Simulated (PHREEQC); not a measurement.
A solution holds 0.234 mol/kgw NaHF2, at 25 °C. Closed to the air; pH follows from the charge balance.

Computed with PHREEQC (ion-association model, wateq4f.dat).

```json
{
 "pH": "3.17",
 "ionic_strength": "0.225 mol/kgw",
 "activity_of_water": "0.990",
 "total_alkalinity": "-234 meq/kg"
}
```

| species | molality | activity | log γ |
|---|---|---|---|
| Na+ | 0.224 | 0.165 | -0.132 |
| F- | 0.158 | 0.110 | -0.157 |
| HF | 0.105 | 0.111 | 0.022 |
| HF2- | 0.0671 | 0.0468 | -0.157 |
| H2F2 | 0.0304 | 0.0320 | 0.022 |
| NaF | 0.00994 | 0.0105 | 0.022 |
| H+ | 0.000847 | 0.000672 | -0.101 |

Precipitation was switched off in this run. Complexes and solids missing from the database can't appear. wateq4f.dat counts part of the HF as a dimer, H2F2, which phreeqc.dat doesn't know; its constant is uncertain.
